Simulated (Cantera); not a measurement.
A closed system holds: 1 mol Si, 0.89 mol Br2, 26 mol N2, at 24.0 Pa.

Cantera equilibrium calculation (NASA polynomials, part measured and part estimated; ideal gas, pure solids and liquids). Candidate condensed phases: Br2, Si, Si3N4; 13 gas species. N2 is the only nitrogen source here; it is nearly inert below about 1500 K, so the nitride shown seldom forms there in practice. The tables' values for SiBr3, SiBr are old estimates; treat these amounts as uncertain. The numbers say what is thermodynamically allowed, not how fast it happens.

x: gas mole fraction; n: condensed amount in mol.

```json
[
 {"T (K)": "975", "x N2": "0.983", "x SiBr2": "2.61e-5", "x Br": "0.000282", "x SiBr4": "0.0169", "x SiBr3": "3.84e-5", "x SiBr": "<1e-12", "n Si3N4(s)": "0.185"},
 {"T (K)": "1025", "x N2": "0.982", "x SiBr2": "0.000135", "x Br": "0.000711", "x SiBr4": "0.0167", "x SiBr3": "0.000105", "x SiBr": "5.85e-12", "n Si3N4(s)": "0.186"},
 {"T (K)": "1075", "x N2": "0.981", "x SiBr2": "0.000592", "x Br": "0.00164", "x SiBr4": "0.0161", "x SiBr3": "0.000258", "x SiBr": "9.98e-11", "n Si3N4(s)": "0.185"},
 {"T (K)": "1125", "x N2": "0.979", "x SiBr2": "0.00219", "x Br": "0.00344", "x SiBr4": "0.0146", "x SiBr3": "0.000554", "x SiBr": "1.30e-9", "n Si3N4(s)": "0.182"},
 {"T (K)": "1175", "x N2": "0.975", "x SiBr2": "[?]", "x Br": "[?]", "x SiBr4": "[?]", "x SiBr3": "0.000977", "x SiBr": "1.30e-8", "n Si3N4(s)": "[?]"},
 {"T (K)": "1225", "x N2": "0.968", "x SiBr2": "0.0149", "x Br": "0.0105", "x SiBr4": "0.00577", "x SiBr3": "0.00120", "x SiBr": "9.64e-8", "n Si3N4(s)": "0.140"},
 {"T (K)": "1275", "x N2": "0.962", "x SiBr2": "[?]", "x Br": "[?]", "x SiBr4": "[?]", "x SiBr3": "0.000853", "x SiBr": "5.12e-7", "n Si3N4(s)": "0.116"},
 {"T (K)": "1325", "x N2": "0.960", "x SiBr2": "0.0242", "x Br": "0.0154", "x SiBr4": "0.000273", "x SiBr3": "0.000422", "x SiBr": "2.10e-6", "n Si3N4(s)": "0.110"},
 {"T (K)": "1375", "x N2": "0.959", "x SiBr2": "0.0244", "x Br": "0.0166", "x SiBr4": "4.67e-5", "x SiBr3": "0.000195", "x SiBr": "7.44e-6", "n Si3N4(s)": "0.112"},
 {"T (K)": "1425", "x N2": "0.958", "x SiBr2": "0.0241", "x Br": "0.0176", "x SiBr4": "8.72e-6", "x SiBr3": "9.22e-5", "x SiBr": "2.39e-5", "n Si3N4(s)": "0.116"},
 {"T (K)": "1475", "x N2": "0.958", "x SiBr2": "0.0237", "x Br": "0.0185", "x SiBr4": "1.81e-6", "x SiBr3": "4.56e-5", "x SiBr": "7.05e-5", "n Si3N4(s)": "0.119"}
]
```

Complete the blanks.


- 1175, x SiBr2: 0.00665
- 1175, x Br: 0.00650
- 1175, x SiBr4: 0.0112
- 1175, n Si3N4(s): 0.168
- 1275, x SiBr2: 0.0220
- 1275, x Br: 0.0137
- 1275, x SiBr4: 0.00155
